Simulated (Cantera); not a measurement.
Cantera run, input and output.

```python
import numpy as np
import cantera as ct

gas = ct.Solution("gri30.yaml")
gas.TPX = 1250, 66000, {'C2H4': 1, 'O2': 6.82, 'N2': 25.6, 'CO2': 0.21}
reactor = ct.IdealGasReactor(gas, energy="on", clone=False)
net = ct.ReactorNet([reactor])
net.rtol, net.atol = 1e-08, 1e-16
show = ['C2H4', 'O2', 'C2H', 'OH', 'NO2']
times = np.geomspace(6e-06, 0.2, 10)

steps = ct.SolutionArray(gas, extra=["t"])
rows = []
print(f"{'t/s':>10s}{'T/K':>9s}{'P/Pa':>11s}" + "".join(f"{s:>11s}" for s in show))
for t in times:
    while net.time < t:
        t_next = net.step()
        steps.append(gas.state, t=t_next)
    rows.append([np.interp(t, steps.t, y) for y in (steps.T, steps.P, *steps(*show).X.T)])
    print(f"{t:10.3e}{rows[-1][0]:9.1f}{rows[-1][1]:11.4g}" + "".join(f"{x:11.3e}" for x in rows[-1][2:]))
rate = np.gradient(steps.T, steps.t)
print("integrator steps:", len(steps.t))
if steps.T.max() > steps.T[0] + 200:
    print(f"time of steepest temperature rise: {steps.t[rate.argmax()]:.4e} s")
gas.TPX = 1250, 66000, {'C2H4': 1, 'O2': 6.82, 'N2': 25.6, 'CO2': 0.21}
gas.equilibrate("UV")
print(f"equilibrium (UV): T = {gas.T:.1f} K  " + "  ".join(f"{s} {gas[s].X[0]:.3e}" for s in show))
```

Output:

```
       t/s      T/K       P/Pa       C2H4         O2        C2H         OH        NO2
 6.000e-06   1250.0    6.6e+04  2.974e-02  2.028e-01  7.446e-22  1.278e-12  2.981e-30
 1.909e-05   1250.0    6.6e+04  2.974e-02  2.028e-01  1.678e-20  9.155e-12  1.370e-28
 6.071e-05   1250.0    6.6e+04  2.974e-02  2.028e-01  1.956e-18  3.358e-10  5.208e-26
 1.931e-04   1252.1  6.612e+04  2.937e-02  2.023e-01  2.325e-11  3.660e-05  6.137e-15
 6.142e-04   2390.6  1.275e+05  5.989e-29  1.118e-01  2.161e-24  8.862e-03  1.783e-07
 1.954e-03   2447.9  1.301e+05  1.279e-29  1.115e-01  8.898e-25  7.257e-03  9.308e-07
 6.214e-03   2442.8  1.298e+05  1.155e-29  1.102e-01  7.839e-25  7.124e-03  2.934e-06
 1.977e-02   2432.2  1.292e+05  9.318e-30  1.077e-01  6.005e-25  6.857e-03  7.051e-06
 6.288e-02   2423.4  1.287e+05  7.765e-30  1.056e-01  4.797e-25  6.642e-03  1.040e-05
 2.000e-01   2422.5  1.286e+05  7.621e-30  1.054e-01  4.688e-25  6.620e-03  1.074e-05
integrator steps: 1644
time of steepest temperature rise: 2.4610e-04 s
equilibrium (UV): T = 2422.5 K  C2H4 9.942e-30  O2 1.054e-01  C2H 5.103e-25  OH 6.620e-03  NO2 1.074e-05
```

Computed with Cantera and GRI-Mech 3.0 (53 species, 325 reactions). GRI-Mech 3.0 was tuned for natural gas; its chemistry of ethylene as a main component is partial and can be far from experiment.
